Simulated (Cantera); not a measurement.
Input (Python, Cantera) and output of one run.

```python
import numpy as np
import cantera as ct

gas_names = [...]  # 92 gases of nasa_gas.yaml made of C, H, N
cond_names = """
    C(gr) C6H6(L) C7H8(L) C8H18(L),n-octa
""".split()


# ... load() reads the species with a 1 bar reference pressure and builds the phases ...
atoms = {
    'C2H6': {'C': 2, 'H': 6},
    'NH3': {'N': 1, 'H': 3},
    'H2': {'H': 2},
}
top_T = {'C(gr)': 4500}  # K; cautious upper limits of use, not melting points


# ... equilibrate(T, P, feed) seeds the gas with the atoms and calls Mixture.equilibrate('TP', solver="vcs", rtol=1e-11, max_steps=5000) ...
results = []
feed = {'C2H6': 1, 'NH3': 0.54, 'H2': 0.8}  # mol
P = 101325  # Pa
for T in [1175, 1275, 1375, 1475, 1575, 1675, 1775, 1875, 1975, 2075, 2175, 2275, 2375, 2475]:
    mix = equilibrate(T, P, feed)
    results.append((T, P, feed, dict(zip(mix.species_names, mix.species_moles))))
    x = sorted(zip(gas.X, gas.species_names), reverse=True)
    print(f"T = {T:g} K  P = {P:g} Pa  gas = {mix.phase_moles(0):.4g} mol")
    print("   x: " + "  ".join(f"{s} {v:.3e}" for v, s in x if v > 0.0001))
    print("   condensed (mol): " + ("  ".join(f"{mix.phase(i).name} {mix.phase_moles(i):.4g}"
          for i in range(1, mix.n_phases) if mix.phase_moles(i) > 1e-12) or "none"))
```

Output:

```
T = 1175 K  P = 101325 Pa  gas = 4.8 mol
   x: H2 9.270e-01  N2 5.622e-02  CH4 1.668e-02
   condensed (mol): C(gr) 1.92
T = 1275 K  P = 101325 Pa  gas = 4.84 mol
   x: H2 9.360e-01  N2 5.575e-02  CH4 8.227e-03
   condensed (mol): C(gr) 1.96
T = 1375 K  P = 101325 Pa  gas = 4.858 mol
   x: H2 9.399e-01  N2 5.552e-02  CH4 4.455e-03
   condensed (mol): C(gr) 1.978
T = 1475 K  P = 101325 Pa  gas = 4.867 mol
   x: H2 9.418e-01  N2 5.536e-02  CH4 2.612e-03  HCN 2.018e-04
   condensed (mol): C(gr) 1.986
T = 1575 K  P = 101325 Pa  gas = 4.872 mol
   x: H2 9.427e-01  N2 5.521e-02  CH4 1.637e-03  HCN 3.990e-04
   condensed (mol): C(gr) 1.99
T = 1675 K  P = 101325 Pa  gas = 4.875 mol
   x: H2 9.430e-01  N2 5.501e-02  CH4 1.085e-03  HCN 7.261e-04  H 1.120e-04
   condensed (mol): C(gr) 1.99
T = 1775 K  P = 101325 Pa  gas = 4.877 mol
   x: H2 9.428e-01  N2 5.472e-02  HCN 1.232e-03  CH4 7.540e-04  H 2.792e-04  C2H2,acetylene 1.342e-04
   condensed (mol): C(gr) 1.989
T = 1875 K  P = 101325 Pa  gas = 4.879 mol
   x: H2 9.421e-01  N2 5.431e-02  HCN 1.972e-03  H 6.321e-04  CH4 5.450e-04  C2H2,acetylene 2.985e-04
   condensed (mol): C(gr) 1.984
T = 1975 K  P = 101325 Pa  gas = 4.881 mol
   x: H2 9.407e-01  N2 5.373e-02  HCN 3.001e-03  H 1.318e-03  C2H2,acetylene 6.109e-04  CH4 4.071e-04  HNC 1.629e-04
   condensed (mol): C(gr) 1.976
T = 2075 K  P = 101325 Pa  gas = 4.885 mol
   x: H2 9.383e-01  N2 5.295e-02  HCN 4.368e-03  H 2.563e-03  C2H2,acetylene 1.164e-03  CH4 3.127e-04  HNC 2.830e-04
   condensed (mol): C(gr) 1.964
T = 2175 K  P = 101325 Pa  gas = 4.89 mol
   x: H2 9.344e-01  N2 5.192e-02  HCN 6.114e-03  H 4.688e-03  C2H2,acetylene 2.085e-03  HNC 4.651e-04  CH4 2.456e-04
   condensed (mol): C(gr) 1.946
T = 2275 K  P = 101325 Pa  gas = 4.899 mol
   x: H2 9.285e-01  N2 5.062e-02  HCN 8.264e-03  H 8.127e-03  C2H2,acetylene 3.536e-03  HNC 7.275e-04  CH4 1.965e-04
   condensed (mol): C(gr) 1.92
T = 2375 K  P = 101325 Pa  gas = 4.912 mol
   x: H2 9.197e-01  N2 4.901e-02  H 1.344e-02  HCN 1.082e-02  C2H2,acetylene 5.711e-03  HNC 1.088e-03  CH4 1.593e-04
   condensed (mol): C(gr) 1.884
T = 2475 K  P = 101325 Pa  gas = 4.932 mol
   x: H2 9.072e-01  N2 4.708e-02  H 2.129e-02  HCN 1.374e-02  C2H2,acetylene 8.823e-03  HNC 1.563e-03  CH4 1.303e-04
   condensed (mol): C(gr) 1.835
```

These are equilibrium values from Cantera (NASA tables, ideal gas, pure condensed phases), not measurements of a reactor.
